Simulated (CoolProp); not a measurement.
Vapour-liquid equilibrium of ethanol (1) + cyclohexane (2) at 428.3 K; x and y are mole fractions of (1).

Values from CoolProp's multi-fluid Helmholtz-energy mixture model, Schroeder 2014 and Zhou 2014; pair parameters Bell 2016.

```json
[
 {"x": "0.05", "bubble pressure (kPa)": "752.9", "y at the bubble point": "0.198", "dew pressure at overall composition x (kPa)": "643.2", "liquid density (mol/L)": "7.694"},
 {"x": "0.2", "bubble pressure (kPa)": "1013", "y at the bubble point": "0.444", "dew pressure at overall composition x (kPa)": "754.7", "liquid density (mol/L)": "8.115"},
 {"x": "0.35", "bubble pressure (kPa)": "1132", "y at the bubble point": "0.543", "dew pressure at overall composition x (kPa)": "901.1", "liquid density (mol/L)": "8.668"},
 {"x": "0.5", "bubble pressure (kPa)": "1191", "y at the bubble point": "0.608", "dew pressure at overall composition x (kPa)": "1082", "liquid density (mol/L)": "9.405"},
 {"x": "0.65", "bubble pressure (kPa)": "1219", "y at the bubble point": "0.675", "dew pressure at overall composition x (kPa)": "1212", "liquid density (mol/L)": "10.38"},
 {"x": "0.8", "bubble pressure (kPa)": "1213", "y at the bubble point": "0.772", "dew pressure at overall composition x (kPa)": "1205", "liquid density (mol/L)": "11.66"},
 {"x": "0.95", "bubble pressure (kPa)": "1153", "y at the bubble point": "0.928", "dew pressure at overall composition x (kPa)": "1142", "liquid density (mol/L)": "13.29"}
]
```

y crosses x between x = 0.65 and 0.8: the model has an azeotrope there.

The pair parameters rest on a limited set of measurements; away from them the model extrapolates.
